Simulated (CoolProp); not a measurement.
Vapour pressure (bar) of diethyl ether: the reference equation beside estimates from Tc = 467.9 K, pc = 37.17 bar, ω = 0.282. Clausius-Clapeyron is anchored at 368.4 K with a constant enthalpy of vaporisation of 21.99 kJ/mol.

Values from CoolProp's reference Helmholtz-energy equation of state, Thol 2014.

```tsv
T (K)	reference	Clausius-Clapeyron	Soave-Redlich-Kwong
344.8	3.224	3.585	3.215
349.5	3.658	3.975	3.653
354.2	4.135	4.394	4.134
358.9	4.656	4.846	4.662
363.7	5.239	5.341	5.252
368.4	5.860	5.860	5.882
373.1	6.535	6.415	6.568
377.8	7.266	7.007	7.312
382.5	8.057	7.636	8.117
387.3	8.928	8.319	9.005
392	9.847	9.029	9.944
396.7	10.83	9.781	10.95
401.4	11.89	10.58	12.03
406.1	13.03	11.41	13.19
410.9	14.27	12.32	14.46
```

Absolute difference from the reference over all 15 rows, mean and median: Clausius-Clapeyron 7.0 and 6.8 %, Soave-Redlich-Kwong 0.7 and 0.6 %.
